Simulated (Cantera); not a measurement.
Mixture: CO : H₂ : CH₄ : O₂ : N₂ : H₂O = 1 : 0.43 : 0.062 : 0.856 : 3.22 : 0.16 (molar parts), at 760 Torr, adiabatic and at constant volume. Ignition delay is the time to a rise of 400 K.

Model: GRI-Mech 3.0 (53 species, 325 reactions), integrated in Cantera. Where the delays flatten at high temperature, the 400 K rule measures the pace of heat release, not the induction time.

Problem. What does this change do: CH4 0.062 to 0.13 parts?

Solution. 
```tsv
quantity	before	after
delay at 1300 K	52.6 µs	76.4 µs
delay at 1500 K	27.7 µs	32.4 µs
delay at 1700 K	20.1 µs	17.9 µs
delay at 1900 K	18.7 µs	11.9 µs
delay at 2100 K	21.7 µs	9.72 µs
```

Problem. What does this change do: constant pressure in place of constant volume?

Solution. 
| quantity | before | after |
|---|---|---|
| delay at 1300 K | 52.6 µs | 59.4 µs |
| delay at 1500 K | 27.7 µs | 34.7 µs |
| delay at 1700 K | 20.1 µs | 29.0 µs |
| delay at 1900 K | 18.7 µs | 31.5 µs |
| delay at 2100 K | 21.7 µs | 39.3 µs |
